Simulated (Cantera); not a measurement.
Input: 1 mol Fe₃O₄, 9.3 mol CO, 8.2 mol H₂, at 2398.15 K and 30.0 mbar.

Cantera equilibrium calculation (NASA polynomials, part measured and part estimated; ideal gas, pure solids and liquids). Equilibrium is a limit: real reactors are often held back by kinetics, nucleation or transport.

```tsv
species	before	after
CO	0.401	0.481
H₂	0.227	0.305
H₂O	0.139	0.149
Fe	0.139	0.0145
H	0.0434	0.00871
CO₂	0.0416	0.0398
O₂	0.000158	3.01e-6
O	0.000623	1.49e-5
FeO	0.00374	0.000313
OH	0.00487	0.000780
Fe(OH)₂	8.52e-5	0.000254
Fe(l), mol	0	2.13
FeO(l), mol	0	0.600
```
Gas species are given as mole fractions.

What was changed between the two runs?
A) pressure from 30.0 mbar to 1.00 bar
B) pressure from 30.0 mbar to 7.00 mbar
C) temperature from 2398.15 K to 2500 K
D) H₂ from 8.2 to 0.34 mol

A, pressure from 30.0 mbar to 1.00 bar. Each liquid is taken as pure. Mutual solubility and eutectic melting of coexisting phases are not modelled. The tables' stoichiometric FeO is somewhat more stable than real wüstite, so its field is too wide. FeO: taken at fixed stoichiometry
